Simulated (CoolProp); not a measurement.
Water along the isotherm 395.55 °C: fugacity coefficient from the reference equation and from simpler models built on Tc = 373.9 °C, pc = 220.6 bar, ω = 0.344; each cubic takes its own stable root.

Model: reference Helmholtz-energy equation of state, Wagner 2002, in CoolProp.

| p (bar) | phase | reference |
|---|---|---|
| 1.05 | gas | 0.9986 |
| 1.69 | gas | 0.9978 |
| 2.73 | gas | 0.9964 |
| 4.41 | gas | 0.9942 |
| 7.13 | gas | 0.9906 |
| 11.5 | gas | 0.9848 |
| 18.6 | gas | 0.9754 |
| 30.1 | gas | 0.9601 |
| 48.6 | gas | 0.9356 |
| 78.5 | gas | 0.8958 |
| 127 | gas | 0.8311 |
| 205 | gas | 0.7253 |
| 331 | supercritical | 0.5420 |

Problem. How far does each simpler model (van der Waals, Redlich-Kwong, Soave-Redlich-Kwong, Peng-Robinson) lie from the reference over these 13 states: mean and median of the absolute difference, and the worst?

Solution. 
- van der Waals: mean 0.9 %, median 0.2 %, worst +5.0 % at 395.55 °C and 331 bar
- Redlich-Kwong: mean 0.3 %, median 0.1 %, worst +1.4 % at 395.55 °C and 331 bar
- Soave-Redlich-Kwong: mean 0.4 %, median 0.1 %, worst +4.1 % at 395.55 °C and 331 bar
- Peng-Robinson: mean 0.7 %, median 0.4 %, worst -2.5 % at 395.55 °C and 205 bar
